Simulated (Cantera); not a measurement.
Cantera run:

```python
import numpy as np
import cantera as ct

gas_names = [...]  # 76 gases of nasa_gas.yaml made of C, H
cond_names = """
    C(gr) C6H6(L) C7H8(L) C8H18(L),n-octa
""".split()


# ... load() reads the species with a 1 bar reference pressure and builds the phases ...
atoms = {
    'C3H6': {'C': 3, 'H': 6},
    'H2': {'H': 2},
}
top_T = {'C(gr)': 4500}  # K; cautious upper limits of use, not melting points


# ... equilibrate(T, P, feed) seeds the gas with the atoms and calls Mixture.equilibrate('TP', solver="vcs", rtol=1e-11, max_steps=5000) ...
results = []
feed = {'C3H6': 1, 'H2': 9.6}  # mol
T = 575  # K
for P in [10, 46, 220, 1000, 4600, 22000, 100000, 460000, 2200000, 10000000]:
    mix = equilibrate(T, P, feed)
    results.append((T, P, feed, dict(zip(mix.species_names, mix.species_moles))))
    x = sorted(zip(gas.X, gas.species_names), reverse=True)
    print(f"T = {T:g} K  P = {P:g} Pa  gas = {mix.phase_moles(0):.4g} mol")
    print("   x: " + "  ".join(f"{s} {v:.3e}" for v, s in x if v > 0.001))
    print("   condensed (mol): " + ("  ".join(f"{mix.phase(i).name} {mix.phase_moles(i):.4g}"
          for i in range(1, mix.n_phases) if mix.phase_moles(i) > 1e-12) or "none"))
```

It prints:

```
T = 575 K  P = 10 Pa  gas = 12.37 mol
   x: H2 9.813e-01  CH4 1.868e-02
   condensed (mol): C(gr) 2.769
T = 575 K  P = 46 Pa  gas = 11.71 mol
   x: H2 9.238e-01  CH4 7.616e-02
   condensed (mol): C(gr) 2.108
T = 575 K  P = 220 Pa  gas = 10.13 mol
   x: H2 7.560e-01  CH4 2.440e-01
   condensed (mol): C(gr) 0.529
T = 575 K  P = 1000 Pa  gas = 9.6 mol
   x: H2 6.875e-01  CH4 3.125e-01
   condensed (mol): none
T = 575 K  P = 4600 Pa  gas = 9.6 mol
   x: H2 6.875e-01  CH4 3.125e-01
   condensed (mol): none
T = 575 K  P = 22000 Pa  gas = 9.6 mol
   x: H2 6.875e-01  CH4 3.125e-01
   condensed (mol): none
T = 575 K  P = 100000 Pa  gas = 9.6 mol
   x: H2 6.875e-01  CH4 3.125e-01
   condensed (mol): none
T = 575 K  P = 460000 Pa  gas = 9.6 mol
   x: H2 6.875e-01  CH4 3.125e-01
   condensed (mol): none
T = 575 K  P = 2.2e+06 Pa  gas = 9.6 mol
   x: H2 6.875e-01  CH4 3.125e-01
   condensed (mol): none
T = 575 K  P = 1e+07 Pa  gas = 9.6 mol
   x: H2 6.875e-01  CH4 3.125e-01
   condensed (mol): none
```

Method: chemical equilibrium by Gibbs-energy minimisation in Cantera with the NASA 1993 tables (ideal gas, pure condensed phases). The ideal-gas law is rough above about 30 bar.
